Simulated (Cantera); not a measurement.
An adiabatic, constant-pressure homogeneous reactor starts with C2H4 : O2 : N2 : H2O = 1 : 2 : 7.52 : 0.58 (molar parts), equivalence ratio 1.5, at 1125 K and 101000 Pa. Integrator tolerance rtol = 1e-08.

Detailed kinetics in Cantera: GRI-Mech 3.0 (53 species, 325 reactions). GRI-Mech 3.0 was tuned for natural gas; its chemistry of ethylene as a main component is partial and can be far from experiment.

```json
[
 {"quantity": "time of steepest temperature rise", "before": "3.82 ms", "after": "2.91 ms"},
 {"quantity": "temperature at 0.400 s", "before": "2629 K", "after": "2586 K"},
 {"quantity": "equilibrium temperature", "before": "2629 K", "after": "2586 K"},
 {"quantity": "x(C2H4) at 0.400 s", "before": "<1e-12 (gas-phase equilibrium <1e-12)", "after": "<1e-12 (gas-phase equilibrium <1e-12)"},
 {"quantity": "x(O2) at 0.400 s", "before": "0.000944 (gas-phase equilibrium 0.000944)", "after": "0.00146 (gas-phase equilibrium 0.00146)"},
 {"quantity": "x(H2O) at 0.400 s", "before": "0.150 (gas-phase equilibrium 0.150)", "after": "0.147 (gas-phase equilibrium 0.147)"},
 {"quantity": "x(CO2) at 0.400 s", "before": "0.0497 (gas-phase equilibrium 0.0497)", "after": "0.0491 (gas-phase equilibrium 0.0491)"},
 {"quantity": "x(H2) at 0.400 s", "before": "0.0525 (gas-phase equilibrium 0.0525)", "after": "0.0529 (gas-phase equilibrium 0.0529)"}
]
```

### Question
Name the change that produced these shifts.
A. N2 7.52 to 12 parts
B. pressure from 101000 Pa to 2800000 Pa
C. constant volume in place of constant pressure
D. pressure from 101000 Pa to 42000 Pa

### Answer
D, pressure from 101000 Pa to 42000 Pa
